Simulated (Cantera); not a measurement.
Premixed flame

A freely propagating, adiabatic, planar premixed flame of 25.8 % H2, 15.5 % O2, 58.6 % N2, equivalence ratio 0.83, unburnt at 523 K and 400000 Pa; multicomponent+Soret transport, grid criteria slope 0.08 and curve 0.16, no radiation.

Cantera simulation using the H2/O2 subset of GRI-Mech 3.0, which has no nitrogen chemistry; the numbers are that mechanism's predictions, not measurements. The hydrogen kinetics of GRI-Mech 3.0 are dated; newer H2 mechanisms differ, most at raised pressure. Burning velocities carry a grid error of a few per cent, more on coarse grids.

```
z (mm)   T (K)  u (m/s)     x H2    x O2     x OH       x O    x H2O     x HO2
-------  -----  -------  -------  ------  -------  --------  -------  --------
-0.215     523     3.74    0.258   0.155    <1e-8     <1e-8  1.22e-8     <1e-8
-0.143     523     3.74    0.258   0.156    <1e-8     <1e-8  4.17e-7   1.96e-8
-0.107     523     3.74    0.256   0.156    <1e-8     <1e-8  3.96e-6   2.23e-7
-0.0717    525     3.72    0.250   0.157    <1e-8   8.44e-8  5.92e-5   4.28e-6
-0.0358    591     4.00    0.208   0.163  4.82e-5   1.11e-5  0.00523  0.000504
-0.0179    906     5.93    0.161   0.153  0.00101  0.000378   0.0415  0.000681
0         1345     8.67   0.0985   0.114  0.00350   0.00324    0.120  0.000325
0.0179    1650     10.6   0.0495  0.0727  0.00867   0.00700    0.191  0.000165
0.0358    1821     11.7   0.0295  0.0527   0.0127   0.00828    0.223   9.71e-5
0.0717    1996     12.7   0.0198  0.0422   0.0151   0.00712    0.244   5.36e-5
0.143     2146     13.5   0.0140  0.0380   0.0144   0.00454    0.258   2.88e-5
0.287     2254     14.1  0.00841  0.0354   0.0120   0.00246    0.270   1.48e-5
0.573     2318     14.5  0.00442  0.0342  0.00907   0.00123    0.278   8.33e-6
```
x: mole fraction of selected species; z is measured from the peak of heat release.

The laminar burning velocity is 374 cm/s and the thermal thickness is 0.0717 mm. The peak x(OH) is 0.0152 and the peak x(O) is 0.00832. The peak x(HO2) is 0.000844 and the grid points comes out as 112.
